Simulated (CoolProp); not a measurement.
Saturated liquid density (kg/m³) of R141b: the reference equation beside estimates from Tc = 477.5 K, pc = 4.212 MPa, ω = 0.220. Rackett uses Z = 0.29056 − 0.08775 ω.

Values from CoolProp's reference Helmholtz-energy equation of state, Lemmon 2006. It is a short technical equation, of lower accuracy than the large ones.

```
T (K)  reference  Rackett  van der Waals  Redlich-Kwong  Peng-Robinson
-----  ---------  -------  -------------  -------------  -------------
367.5       1086     1078          662.0          944.1           1113
373.1       1073     1064          653.5          928.8           1097
378.6       1059     1051          644.9          913.3           1079
384.1       1045     1037          636.0          897.4           1061
389.7       1030     1022          626.7          880.6           1042
395.2       1015     1007          617.2          863.5           1023
400.8      999.5    991.3          607.2          845.6           1002
406.3      983.5    975.3          597.1          827.2          980.4
411.8      966.8    958.6          586.5          808.2          957.9
417.4      949.1    941.0          575.2          787.9          933.7
```

Absolute difference from the reference over all 10 rows, mean and median: Rackett 0.8 and 0.8 %, van der Waals 39.2 and 39.2 %, Redlich-Kwong 14.8 and 14.7 %, Peng-Robinson 1.3 and 1.3 %.
